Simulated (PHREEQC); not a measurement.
**Acid rinse or clean (model solution)**

Solution (20 °C): 0.09 mol HNO3, 0.014 mol AlCl3 and 0.0023 mol KCl per kg of water. It is in equilibrium with CO2 at log p = -3.4 (atm). Otherwise closed; pH follows from the charge balance.

The numbers come from PHREEQC with the ion-association model, phreeqc.dat.

Each row changes one thing in this solution. Precipitation was switched off in this run.

```csv
case,pH,ionic strength (mol/kgw),HCO3- (mol/kgw),SI of Sylvite (KCl)
as made,1.14,0.176,1.18e-10,-5.15
diluted 100-fold with water,3.06,0.00176,7.85e-9,-8.91
AlCl3 replaced by FeCl3 at the same molality,1.14,0.164,1.16e-10,-5.18
temperature from 20 to 40 °C,1.14,0.176,8.81e-11,-5.25
HNO3 left out,3.70,0.0858,4.06e-8,-5.08
AlCl3 from 0.014 to 0.028 mol/kgw,1.15,0.260,1.24e-10,-4.89
diluted 2-fold with water,1.43,0.0882,2.17e-10,-5.69
0.048 mol/kgw Na2SO4 added,1.27,0.211,1.62e-10,-5.17
KCl from 0.0023 to 0.0115 mol/kgw,1.14,0.185,1.19e-10,-4.37
```

Some of these states are supersaturated (in Hematite (slow to form), Goethite (slow to form), Gibbsite (slow to form), for instance). Away from 25 °C the constants follow the database's enthalpies or fits; those with neither stay at their 25 °C values.
